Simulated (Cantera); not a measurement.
A freely propagating, adiabatic, planar premixed flame of CH4 : O2 : N2 = 1 : 2.38 : 8.95 (molar parts), unburnt at 450 K and 0.860 bar; mixture-averaged transport, grid criteria slope 0.08 and curve 0.16, no radiation.

Model: GRI-Mech 3.0 (53 species, 325 reactions), integrated in Cantera. Burning velocities carry a grid error of a few per cent, more on coarse grids.

Q: What does this change do: 0.24 parts CO2 added?

A: 
| quantity | before | after |
|---|---|---|
| laminar burning velocity | 67.3 cm/s | 59.1 cm/s |
| thermal thickness | 0.466 mm | 0.506 mm |
| peak x(C2H) | 5.05e-8 | 3.90e-8 |
| peak x(C2H4) | 0.000287 | 0.000283 |
